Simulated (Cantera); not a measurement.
Cantera with NASA thermochemical tables; ideal gases at 1 bar, condensed phases pure. Values are per mole of reaction as written; species without (g) are pure solids or liquids, kept so even where they would boil at 1 bar. TaC: taken at fixed stoichiometry.

Ta2O5 + 7 C ⇌ 5 CO(g) + 2 TaC, with ΔH° = 1205.2 kJ and ΔS° = 889.9 J/K at 300 K.

How far is the shortcut ΔG° ≈ ΔH°(300 K) − T·ΔS°(300 K) from the full temperature-dependent value at 1375, 1525, 1675, 1825, 1975, 2125, 2275, 2425, 2575, 2725 K?


```json
[
 {"T (K)": "1375", "shortcut (kJ)": "-18.4", "full (kJ)": "4.5", "difference (kJ)": "-22.9", "difference in log10 K": "0.87", "condensed phases": "Ta2O5(s), C(graphite), TaC(s)"},
 {"T (K)": "1525", "shortcut (kJ)": "-151.9", "full (kJ)": "-120.3", "difference (kJ)": "-31.5", "difference in log10 K": "1.08", "condensed phases": "Ta2O5(s), C(graphite), TaC(s)"},
 {"T (K)": "1675", "shortcut (kJ)": "-285.3", "full (kJ)": "-244.1", "difference (kJ)": "-41.2", "difference in log10 K": "1.29", "condensed phases": "Ta2O5(s), C(graphite), TaC(s)"},
 {"T (K)": "1825", "shortcut (kJ)": "-418.8", "full (kJ)": "-366.9", "difference (kJ)": "-51.9", "difference in log10 K": "1.49", "condensed phases": "Ta2O5(s), C(graphite), TaC(s)"},
 {"T (K)": "1975", "shortcut (kJ)": "-552.3", "full (kJ)": "-488.8", "difference (kJ)": "-63.5", "difference in log10 K": "1.68", "condensed phases": "Ta2O5(s), C(graphite), TaC(s)"},
 {"T (K)": "2125", "shortcut (kJ)": "-685.8", "full (kJ)": "-605.8", "difference (kJ)": "-80.0", "difference in log10 K": "1.97", "condensed phases": "Ta2O5(l), C(graphite), TaC(s)"},
 {"T (K)": "2275", "shortcut (kJ)": "-819.3", "full (kJ)": "-716.9", "difference (kJ)": "-102.4", "difference in log10 K": "2.35", "condensed phases": "Ta2O5(l), C(graphite), TaC(s)"},
 {"T (K)": "2425", "shortcut (kJ)": "-952.7", "full (kJ)": "-826.8", "difference (kJ)": "-126.0", "difference in log10 K": "2.71", "condensed phases": "Ta2O5(l), C(graphite), TaC(s)"},
 {"T (K)": "2575", "shortcut (kJ)": "-1086.2", "full (kJ)": "-935.6", "difference (kJ)": "-150.6", "difference in log10 K": "3.06", "condensed phases": "Ta2O5(l), C(graphite), TaC(s)"},
 {"T (K)": "2725", "shortcut (kJ)": "-1219.7", "full (kJ)": "-1043.4", "difference (kJ)": "-176.3", "difference in log10 K": "3.38", "condensed phases": "Ta2O5(l), C(graphite), TaC(s)"}
]
```
The shortcut ignores heat capacities and the phase changes listed.
